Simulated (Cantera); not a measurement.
## Catalytic combustion on Pt

An isothermal plug-flow reactor at 975 K and 0.690 bar (inlet), inlet velocity 0.22 m/s, active area per volume 150 1/m; feed 2.16 % CO, 3.43 % O₂, 94.0 % N₂, 0.404 % H₂O.

Cantera simulation using Deutschmann's 1995 Pt surface mechanism with GRI-Mech 3.0 gas chemistry; the numbers are that mechanism's predictions, not measurements. Catalytic surfaces can have several steady states; this one follows from the mechanism file's or the stated starting coverage. Mass transfer to the wall is taken as infinitely fast.

```
z (m)        x CO    x O₂    x H₂O   x CO₂  θ free Pt    θ O*     θ OH*     θ CO*
-------  --------  ------  -------  ------  ---------  ------  --------  --------
8.1e-05   0.00900  0.0282  0.00406  0.0127      0.733  0.0140  0.000264     0.253
0.00014  0.000729  0.0241  0.00408  0.0211      0.313   0.685   0.00121  0.000458
0.00023  0.000138  0.0238  0.00408  0.0217      0.272   0.727   0.00116   6.19e-5
0.00038   1.17e-5  0.0238  0.00408  0.0218      0.266   0.733   0.00115   4.97e-6
0.00063   2.03e-7  0.0238  0.00408  0.0218      0.265   0.734   0.00115   8.60e-8
0.001    5.06e-10  0.0238  0.00408  0.0218      0.265   0.734   0.00115  2.15e-10
0.0018     <1e-12  0.0238  0.00408  0.0218      0.265   0.734   0.00115    <1e-12
0.0029     <1e-12  0.0238  0.00408  0.0218      0.265   0.734   0.00115    <1e-12
0.0049     <1e-12  0.0238  0.00408  0.0218      0.265   0.734   0.00115    <1e-12
0.0081     <1e-12  0.0238  0.00408  0.0218      0.265   0.734   0.00115    <1e-12
```
x: gas mole fraction; θ: surface coverage.
